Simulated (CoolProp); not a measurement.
Properties of ethylene along the isobar 25800 kPa (Tc = 9.2 °C, pc = 5042 kPa, ω = 0.087).

Computed with CoolProp (reference Helmholtz-energy equation of state, Smukala 2000).

| T (°C) | phase | cv (kJ/(kg K)) | speed of sound (m/s) | Joule-Thomson coefficient (K/MPa) | expansivity (1/kK) |
|---|---|---|---|---|---|
| -31.55 | liquid | 1.355 | 1066 | -0.3066 | 2.609 |
| -13.15 | liquid | 1.376 | 965.4 | -0.2186 | 2.855 |
| 5.25 | liquid | 1.407 | 870.1 | -0.1075 | 3.147 |
| 23.75 | supercritical | 1.446 | 781.5 | 0.03069 | 3.484 |
| 42.15 | supercritical | 1.491 | 702.4 | 0.1960 | 3.848 |
| 60.55 | supercritical | 1.540 | 634.4 | 0.3858 | 4.201 |
| 79.05 | supercritical | 1.592 | 578.8 | 0.5889 | 4.484 |
| 97.45 | supercritical | 1.644 | 536.9 | 0.7822 | 4.629 |
| 115.85 | supercritical | 1.697 | 507.1 | 0.9453 | 4.613 |
| 134.25 | supercritical | 1.750 | 487.7 | 1.063 | 4.456 |
| 152.75 | supercritical | 1.803 | 476.1 | 1.132 | 4.208 |
| 171.15 | supercritical | 1.855 | 470.3 | 1.156 | 3.920 |
